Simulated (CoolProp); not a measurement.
Water along the isobar 835 bar: density (kg/m³) from the reference equation and from simpler models built on Tc = 373.9 °C, pc = 220.6 bar, ω = 0.344; each cubic takes its own stable root.

Model: reference Helmholtz-energy equation of state, Wagner 2002, in CoolProp.

```
T (°C)   phase  reference  Redlich-Kwong  Peng-Robinson
------  ------  ---------  -------------  -------------
159.35  liquid      950.4          666.9          775.3
177.45  liquid      935.4          654.4          761.6
195.45  liquid      919.6          641.6          747.1
213.45  liquid      902.9          628.4          731.8
231.45  liquid      885.4          614.9          715.6
249.45  liquid      866.9          600.9          698.5
267.55  liquid      847.3          586.5          680.3
285.55  liquid      826.9          571.7          661.0
303.55  liquid      805.3          556.6          640.7
321.55  liquid      782.5          541.1          619.2
339.55  liquid      758.4          525.2          596.5
357.65  liquid      732.7          508.8          572.4
```
